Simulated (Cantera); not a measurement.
A freely propagating, adiabatic, planar premixed flame of H2 : O2 : N2 = 1 : 0.263 : 1.21 (molar parts), unburnt at 675 K and 1.00 bar; mixture-averaged transport, grid criteria slope 0.08 and curve 0.16, no radiation.

Detailed kinetics in Cantera: the H2/O2 subset of GRI-Mech 3.0, which has no nitrogen chemistry. Burning velocities carry a grid error of a few per cent, more on coarse grids.

Task: What does this change do: inlet temperature 675 to 500 K?

Result: 
```csv
quantity,before,after
laminar burning velocity,972 cm/s,568 cm/s
thermal thickness,0.490 mm,0.426 mm
peak x(H2O2),4.30e-6,2.29e-5
peak x(HO2),0.000188,0.000307
peak x(O),0.00445,0.00343
peak x(H),0.0884,0.0738
```

Task: What does this change do: H2 1 to 1.3 parts?

Result: 
```
quantity                    before     after
------------------------  --------  --------
laminar burning velocity  972 cm/s  939 cm/s
thermal thickness         0.490 mm  0.510 mm
peak x(H2O2)               4.30e-6   3.44e-6
peak x(HO2)               0.000188  0.000172
peak x(O)                  0.00445   0.00260
peak x(H)                   0.0884    0.0812
```
